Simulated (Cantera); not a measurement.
An isothermal, constant-pressure homogeneous reactor starts with 29.4 % C2H6, 70.5 % N2, 0.106 % H2O, at 1375 K and 1330 Pa.

Model: GRI-Mech 3.0 (53 species, 325 reactions), integrated in Cantera. GRI-Mech 3.0 stops at C3 and has no aromatics, soot or wall deposition, so with more carbon than oxygen in the feed, carbon stays in small species such as C2H2 where larger ones or solid carbon would form. Radical loss at walls, strong at low pressure, is not modelled.

x: mole fraction; the columns are a selection and need not sum to one.

```
t (s)       x C2H6    x CH3    x C2H4     x CH4     x C2H     x CH2      x H2
--------  --------  -------  --------  --------  --------  --------  --------
3.00e-5      0.294        …   2.96e-7   2.86e-6    <1e-12  2.73e-10   2.38e-7
7.05e-5      0.294        …   3.71e-6   1.55e-5    <1e-12   3.12e-9   3.26e-6
0.000166     0.293        …   4.62e-5   8.18e-5    <1e-12   2.92e-8   4.37e-5
0.000389     0.292        …  0.000543  0.000408    <1e-12   1.80e-7  0.000523
0.000915     0.284        …   0.00475   0.00189  4.27e-11   6.62e-7   0.00439
0.00215      0.254  0.00479    0.0232   0.00839  7.34e-10   1.44e-6    0.0206
0.00505      0.183  0.00501    0.0662    0.0279   3.53e-9   1.60e-6    0.0591
0.0119      0.0839        …     0.118    0.0626   1.09e-8   1.17e-6     0.114
0.0279      0.0156        …     0.131    0.0906   2.09e-8   4.32e-7     0.164
0.0656     0.00161        …     0.107    0.0932   1.35e-8   6.41e-8     0.195
0.154     0.000186        …    0.0841    0.0914   6.40e-9   9.32e-9     0.213
0.362      2.64e-5        …    0.0659    0.0899   3.10e-9   1.64e-9     0.227
0.851      7.37e-6  3.75e-5    0.0486    0.0884   2.06e-9  5.59e-10     0.240
2.00       5.78e-6  3.60e-5    0.0269    0.0864   2.32e-9  5.24e-10     0.255
```

Some entries are withheld; supply them.


- 3.00e-5, x CH3: 0.000143
- 7.05e-5, x CH3: 0.000326
- 0.000166, x CH3: 0.000716
- 0.000389, x CH3: 0.00145
- 0.000915, x CH3: 0.00280
- 0.0119, x CH3: 0.00356
- 0.0279, x CH3: 0.00148
- 0.0656, x CH3: 0.000447
- 0.154, x CH3: 0.000159
- 0.362, x CH3: 6.50e-5
